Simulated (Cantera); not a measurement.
Input: 1 mol Al2O3, 2 mol N2, at 0.0100 bar.

Equilibrium computed with Cantera from the NASA thermochemical tables; the gas is ideal and each condensed phase is pure. Candidate condensed phases: Al, AlN, Al2O3; 16 gas species. Rates play no part.

Question: Which condensed phases are stable at each of these points (T (°C)): 1352, 1427, 1502, 1577, 1652, 1727, 1802, 1877, 1952, 2027, 2102?

Answer: 
```json
[
 {"T (°C)": "1352", "condensed phases": "Al2O3(s)", "Al condensed (%)": "100.0"},
 {"T (°C)": "1427", "condensed phases": "Al2O3(s)", "Al condensed (%)": "100.0"},
 {"T (°C)": "1502", "condensed phases": "Al2O3(s)", "Al condensed (%)": "100.0"},
 {"T (°C)": "1577", "condensed phases": "Al2O3(s)", "Al condensed (%)": "100.0"},
 {"T (°C)": "1652", "condensed phases": "Al2O3(s)", "Al condensed (%)": "100.0"},
 {"T (°C)": "1727", "condensed phases": "Al2O3(s)", "Al condensed (%)": "100.0"},
 {"T (°C)": "1802", "condensed phases": "Al2O3(s)", "Al condensed (%)": "100.0"},
 {"T (°C)": "1877", "condensed phases": "Al2O3(s)", "Al condensed (%)": "100.0"},
 {"T (°C)": "1952", "condensed phases": "Al2O3(s)", "Al condensed (%)": "100.0"},
 {"T (°C)": "2027", "condensed phases": "Al2O3(s)", "Al condensed (%)": "100.0"},
 {"T (°C)": "2102", "condensed phases": "Al2O3(l)", "Al condensed (%)": "100.0"}
]
```

From 1352 °C to 2027 °C the condensed part is Al2O3(s). At 2102 °C the condensed part is Al2O3(l).
